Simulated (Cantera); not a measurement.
Cantera run:

```python
import numpy as np
import cantera as ct

gas_names = """
    CL CL2 H HCL H2 Si SiCL SiCL2 SiCL3 SiCL4 SiH SiHCL3 SiH2 SiH2CL2 SiH3 SiH3CL SiH4 Si2 Si3
""".split()
cond_names = """
    Si(cr) Si(L)
""".split()


# ... load() reads the species with a 1 bar reference pressure and builds the phases ...
atoms = {
    'Si2Cl6': {'Si': 2, 'CL': 6},
    'HCl': {'H': 1, 'CL': 1},
    'H2': {'H': 2},
}
top_T = {}  # K; cautious upper limits of use, not melting points


# ... equilibrate(T, P, feed) seeds the gas with the atoms and calls Mixture.equilibrate('TP', solver="vcs", rtol=1e-11, max_steps=5000) ...
results = []
feed = {'Si2Cl6': 1, 'HCl': 1.4, 'H2': 27}  # mol
P = 7800  # Pa
for T in [850, 1000, 1150, 1300, 1450, 1600, 1750]:
    mix = equilibrate(T, P, feed)
    results.append((T, P, feed, dict(zip(mix.species_names, mix.species_moles))))

top = {s: max(r[3][s] / sum(r[3][g] for g in gas_names) for r in results) for s in gas_names}
cols = sorted((s for s in top if top[s] > 1e-05), key=lambda s: -top[s])[:8]
seen = [c for c in cond_names if any(r[3].get(c, 0) > 1e-12 for r in results)]
print("log10 of partial pressures in bar; condensed amounts in mol")
print(f"{'T/K':>10s}" + "".join(f"{s[:9]:>10s}" for s in cols + seen))
for T, P, feed, n in results:
    ng = sum(n[g] for g in gas_names)
    print(f"{T:10.4g}" + "".join(f"{np.log10(max(n[s] / ng * P / 1e5, 1e-99)):10.3f}" for s in cols)
          + "".join(f"{n.get(c, 0):10.4g}" for c in seen))
```

Output:

```
log10 of partial pressures in bar; condensed amounts in mol
       T/K        H2       HCL     SiCL2     SiCL4    SiHCL3     SiCL3         H   SiH2CL2    Si(cr)     Si(L)
       850    -1.140    -3.497    -5.778    -2.428    -2.851    -5.028   -11.258    -4.330     0.037         0
      1000    -1.145    -2.854    -4.334    -2.459    -2.901    -4.088    -9.216    -4.310    0.1376         0
      1150    -1.157    -2.412    -3.325    -2.581    -3.018    -3.473    -7.706    -4.357    0.2977         0
      1300    -1.176    -2.150    -2.697    -2.957    -3.325    -3.214    -6.544    -4.543    0.3392         0
      1450    -1.188    -2.058    -2.438    -3.720    -3.915    -3.361    -5.618    -4.921    0.2378         0
      1600    -1.191    -2.047    -2.365    -4.606    -4.591    -3.681    -4.860    -5.353    0.1605         0
      1750    -1.193    -2.035    -2.356    -5.381    -5.194    -3.994    -4.230    -5.757         0     0.178
```

These are equilibrium values from Cantera (NASA tables, ideal gas, pure condensed phases), not measurements of a reactor. The feed counts by its element totals alone. The tables' values for SiCl3, SiCl are old estimates; treat these amounts as uncertain. Gases not in the tables: Si2H6 and higher silanes.
